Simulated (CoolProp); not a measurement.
n-perfluorohexane along the isobar 0.101 MPa: fugacity coefficient from the reference equation and from simpler models built on Tc = 174.9 °C, pc = 1.742 MPa, ω = 0.497; each cubic takes its own stable root.

Computed with CoolProp (reference Helmholtz-energy equation of state, Gao 2022).

```json
[
 {"T (°C)": "-79.05", "phase": "liquid", "reference": "0.0001066"},
 {"T (°C)": "-68.55", "phase": "liquid", "reference": "0.0003785"},
 {"T (°C)": "-58.05", "phase": "liquid", "reference": "0.001156"},
 {"T (°C)": "-47.55", "phase": "liquid", "reference": "0.003109"},
 {"T (°C)": "-37.05", "phase": "liquid", "reference": "0.007494"},
 {"T (°C)": "-26.55", "phase": "liquid", "reference": "0.01645"},
 {"T (°C)": "-16.05", "phase": "liquid", "reference": "0.03328"},
 {"T (°C)": "-5.55", "phase": "liquid", "reference": "0.06273"},
 {"T (°C)": "4.95", "phase": "liquid", "reference": "0.1111"},
 {"T (°C)": "15.45", "phase": "liquid", "reference": "0.1863"},
 {"T (°C)": "25.85", "phase": "liquid", "reference": "0.2964"},
 {"T (°C)": "36.35", "phase": "liquid", "reference": "0.4537"},
 {"T (°C)": "46.85", "phase": "liquid", "reference": "0.6684"}
]
```

**Question.** How far does each simpler model (Redlich-Kwong, Soave-Redlich-Kwong, Peng-Robinson) lie from the reference over these 13 states: mean and median of the absolute difference, and the worst?

**Answer.** 
- Redlich-Kwong: mean 1014.3 %, median 546.9 %, worst +3891.6 % at -79.05 °C and 0.101 MPa
- Soave-Redlich-Kwong: mean 3.4 %, median 0.9 %, worst +15.3 % at -79.05 °C and 0.101 MPa
- Peng-Robinson: mean 13.3 %, median 7.8 %, worst +45.4 % at -79.05 °C and 0.101 MPa

At some of these states Redlich-Kwong gives the other phase, because its saturation line lies elsewhere.
